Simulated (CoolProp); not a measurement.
The numbers come from the reference Helmholtz-energy equation of state, Platzer 1990 in CoolProp. This equation is an older, rougher fit.

Q: For CF4 (R14), give the phase and the density (kg/m³), cv (kJ/(kg K)), Joule-Thomson coefficient (K/MPa), isothermal compressibility (1/MPa) at 265 K and 619 kPa.

A: 
- 265 K and 619 kPa: gas; density 25.6, cv 0.551, Joule-Thomson coefficient 7.31, isothermal compressibility 1.67
